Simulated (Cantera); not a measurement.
A closed system holds: 1 mol HMDSO, 1.2 mol NO, 0.25 mol H₂, at 0.100 bar.

Equilibrium computed with Cantera from the NASA thermochemical tables; the gas is ideal and each condensed phase is pure. Candidate condensed phases: C, C₆H₆, C₇H₈, C₈H₁₈, H₂O, Si, SiC, SiO₂, Si₂N₂O, Si₃N₄; 151 gas species. The feed counts by its element totals alone. Mutual solubility and eutectic melting of coexisting phases are not modelled. The tables hold silica as quartz up to 1696 K and as liquid above; real silica turns to tridymite and cristobalite and melts near 1996 K. Equilibrium is a limit: real reactors are often held back by kinetics, nucleation or transport. All values below are at 1173 K.

Base state: H₂ 0.998, CH₄ 0.00194, CO 0.000271 (mole fractions); condensed: C(graphite) + SiC(s) + SiO₂(β-quartz) + Si₂N₂O(s).

### Question
What changes in the equilibrium state with this change: pressure from 0.100 bar to 28.0 mbar?

### Answer
```tsv
species	before	after
H₂	0.998	0.998
CO	0.000271	0.000968
CH₄	0.00194	0.000543
C(graphite), mol	5.98	5.98
SiC(s), mol	0.00126	0.00450
SiO₂(β-quartz), mol	0.799	0.796
Si₂N₂O(s), mol	0.600	0.600
```
